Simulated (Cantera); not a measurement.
Adiabatic ignition

An adiabatic, constant-volume homogeneous reactor starts with 14.4 % CH4, 18.0 % O2, 67.6 % N2, equivalence ratio 1.6, at 1650 K and 100000 Pa.

Model: GRI-Mech 3.0 (53 species, 325 reactions), integrated in Cantera.

```
t (s)     T (K)  P (bar)     x CH4     x O2    x C2H6      x O    x CH2O     x OH
--------  -----  -------  --------  -------  --------  -------  --------  -------
3.00e-6    1650    1.000     0.144    0.180  4.35e-10  4.04e-8   1.02e-7  8.23e-8
6.01e-6    1650    1.000     0.144    0.180   3.92e-9  4.85e-8   4.49e-7  1.12e-7
1.20e-5    1650    1.000     0.144    0.180   3.59e-8  6.68e-8   2.02e-6  1.78e-7
2.41e-5    1650    1.000     0.144    0.180   3.53e-7  1.11e-7   9.60e-6  3.29e-7
4.82e-5    1650    1.000     0.144    0.180   3.86e-6  2.31e-7   4.81e-5  6.90e-7
9.65e-5    1650     1.00     0.143    0.179   4.44e-5  5.79e-7  0.000243  1.72e-6
0.000193   1661     1.01     0.139    0.177  0.000450  2.01e-6   0.00126  7.07e-6
0.000387   2954     2.04  1.30e-12  0.00195    <1e-12  0.00299   7.44e-9   0.0149
0.000775   2945     2.03  1.39e-12  0.00178    <1e-12  0.00278   7.53e-9   0.0143
0.00155    2943     2.03  1.41e-12  0.00174    <1e-12  0.00273   7.55e-9   0.0142
0.00311    2943     2.03  1.41e-12  0.00174    <1e-12  0.00273   7.55e-9   0.0142
0.00622    2943     2.03  1.41e-12  0.00174    <1e-12  0.00273   7.55e-9   0.0142
0.0125     2943     2.03  1.41e-12  0.00174    <1e-12  0.00273   7.55e-9   0.0142
0.0249     2943     2.03  1.41e-12  0.00174    <1e-12  0.00273   7.55e-9   0.0142
0.0499     2943     2.03  1.41e-12  0.00174    <1e-12  0.00273   7.55e-9   0.0142
0.100      2943     2.03  1.41e-12  0.00174    <1e-12  0.00273   7.55e-9   0.0142
```
x: mole fraction; the columns are a selection and need not sum to one.

```json
{
 "time_of_steepest_temperature_rise": "0.334 ms",
 "temperature at 0.100 s": "2943 K",
 "equilibrium_temperature": "2943 K",
 "x(CH4) at 0.100 s": "1.41e-12 (gas-phase equilibrium 1.66e-12)",
 "x(O2) at 0.100 s": "0.00174 (gas-phase equilibrium 0.00174)",
 "x(C2H6) at 0.100 s": "<1e-12 (gas-phase equilibrium <1e-12)"
}
```
